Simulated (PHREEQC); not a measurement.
A solution holds 0.23 mol HF, 0.0026 mol (CH3)4NF and 0.00014 mol H4SiO4 per kg of water, at 20 °C. Closed to the air; pH follows from the charge balance.

The numbers come from PHREEQC with the ion-association model, phreeqc.dat.

Precipitation was switched off in this run.

### Question
Order these F species by the share of F that they hold, largest first: HF2-, SiF6-2, F-, HF.

### Answer
HF (88 %), HF2- (7.2 %), F- (4.8 %), SiF6-2 (0.36 %)

The pH is 1.81 and the ionic strength 0.0200 mol/kgw. (CH3)4N+ isn't in the database: it is added as a free cation with an ion size of 4 Å. SiF6-2 is the database's only silicon fluoride.
